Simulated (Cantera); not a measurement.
**Diamond growth**

A diamond (100) surface in a fixed gas of H2 with x(CH4) = 0.025, x(H) = 0.0038, x(CH3) = 0.00012, 0.217 atm; coverages are run to steady state.

Detailed kinetics in Cantera: the Harris–Goodwin 1993 mechanism for the reconstructed diamond (100) surface.

```csv
T (K),growth (µm/h),θ c6HH,θ c6H*,θ c6*H,θ c6**,θ c6HM
950,10.6,0.627,0.0139,0.326,0.00644,0.0206
1025,14.9,0.564,0.0203,0.384,0.0111,0.0148
1100,18.3,0.506,0.0275,0.433,0.0174,0.0101
1175,17.7,0.456,0.0354,0.474,0.0253,0.00574
1250,12.4,0.413,0.0435,0.504,0.0345,0.00228
1325,8.14,0.377,0.0514,0.525,0.0443,0.000683
1400,6.71,0.348,0.0590,0.538,0.0540,0.000187
```
θ: site fractions in the mechanism's names (c6HH fully hydrogenated, c6H* and c6*H radical sites, c6** diradical, c6HM methylated).
